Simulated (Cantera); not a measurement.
**C₆H₆ + H₂O + N₂ (carbon deposition, reforming and gasification)**

A closed system holds: 1 mol C₆H₆, 0.025 mol H₂O, 0.36 mol N₂, held at 0.0133 bar.

Cantera equilibrium calculation (NASA polynomials, part measured and part estimated; ideal gas, pure solids and liquids). Candidate condensed phases: C, C₆H₆, C₇H₈, C₈H₁₈, H₂O; 136 gas species. Rates play no part.

From 277 °C to 1677 °C the condensed part is C(graphite). The main C-bearing gas is CH₄ at 277 °C and CO at 1677 °C.

```tsv
T (°C)	x H₂	x CH₄	x N₂	x H₂O	x H	x CO	x HCN	x C₂H₂ (acetylene)	n C(graphite)
277	0.304	0.523	0.162	0.0112	<1e-12	1.17e-5	2.17e-12	<1e-12	4.84
477	0.852	0.0309	0.109	0.00376	2.53e-12	0.00363	7.48e-9	<1e-12	5.89
677	0.885	0.00175	0.106	8.00e-5	4.53e-9	0.00726	6.83e-7	2.43e-10	5.97
877	0.887	0.000245	0.106	4.06e-6	6.09e-7	0.00733	1.28e-5	3.43e-8	5.97
1077	0.887	6.05e-5	0.106	4.97e-7	1.94e-5	0.00733	9.97e-5	1.10e-6	5.97
1277	0.887	2.13e-5	0.105	1.05e-7	0.000257	0.00733	0.000454	1.42e-5	5.97
1477	0.884	9.52e-6	0.105	3.18e-8	0.00189	0.00732	0.00145	0.000102	5.97
1677	0.876	4.98e-6	0.103	1.23e-8	0.00929	0.00730	0.00362	0.000479	5.96
```
x: gas mole fraction; n: condensed amount in mol.
